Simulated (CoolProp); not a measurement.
Properties of n-octane at several states (Tc = 568.7 K, pc = 24.84 bar, ω = 0.398).

The numbers come from the reference Helmholtz-energy equation of state, Beckmüller 2019 in CoolProp.

```json
[
 {"T (K)": "399.2", "p (bar)": "0.28", "phase": "gas", "density (kg/m³)": "0.9782", "cp (kJ/(kg K))": "[?]", "cv (kJ/(kg K))": "[?]", "fugacity coefficient": "0.9854"},
 {"T (K)": "585", "p (bar)": "28.2", "phase": "supercritical", "density (kg/m³)": "[?]", "cp (kJ/(kg K))": "[?]", "cv (kJ/(kg K))": "2.963", "fugacity coefficient": "[?]"},
 {"T (K)": "566.1", "p (bar)": "0.175", "phase": "gas", "density (kg/m³)": "0.4258", "cp (kJ/(kg K))": "[?]", "cv (kJ/(kg K))": "2.678", "fugacity coefficient": "0.9974"},
 {"T (K)": "458", "p (bar)": "0.334", "phase": "gas", "density (kg/m³)": "1.013", "cp (kJ/(kg K))": "[?]", "cv (kJ/(kg K))": "2.274", "fugacity coefficient": "0.9895"}
]
```

### Question
Some entries are withheld; supply them.

### Answer

- 399.2, cp (kJ/(kg K)): 2.107
- 399.2, cv (kJ/(kg K)): 2.028
- 585, density (kg/m³): 152.6
- 585, cp (kJ/(kg K)): 5.704
- 585, fugacity coefficient: 0.6478
- 566.1, cp (kJ/(kg K)): 2.751
- 458, cp (kJ/(kg K)): 2.351
